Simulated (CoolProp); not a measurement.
A simple Rankine cycle with water: condensing at 301.15 K, boiler at 0.0305 MPa, turbine inlet 347.6 K, turbine efficiency 0.8, pump efficiency 0.6, no recuperator. Each further row changes one setting.

Values from CoolProp's reference Helmholtz-energy equation of state, Wagner 2002.

| case | thermal efficiency (%) | net work (kJ/kg) | heat in (kJ/kg) | turbine exit temperature (K) | volume ratio over the turbine |
|---|---|---|---|---|---|
| as stated | 9.4 | ___ | 2520 | 301.2 | 6.58 |
| turbine inlet 367.6 K | 9.4 | 241 | 2560 | 301.2 | 6.30 |
| condensing temperature 293.15 K | ___ | 283 | 2550 | 293.1 | 10.2 |
| boiler pressure 0.0213 MPa | 7.8 | 196 | 2520 | 301.2 | ___ |
| turbine efficiency 0.7 | ___ | ___ | 2520 | 301.2 | 6.66 |

Problem. Some entries are withheld; supply them.

Solution. 
- as stated, net work (kJ/kg): 236
- condensing temperature 293.15 K, thermal efficiency (%): 11.1
- boiler pressure 0.0213 MPa, volume ratio over the turbine: 4.67
- turbine efficiency 0.7, thermal efficiency (%): 8.2
- turbine efficiency 0.7, net work (kJ/kg): 206

The expansion ends wet for: as stated; turbine inlet 367.6 K; condensing temperature 293.15 K; boiler pressure 0.0213 MPa; turbine efficiency 0.7.
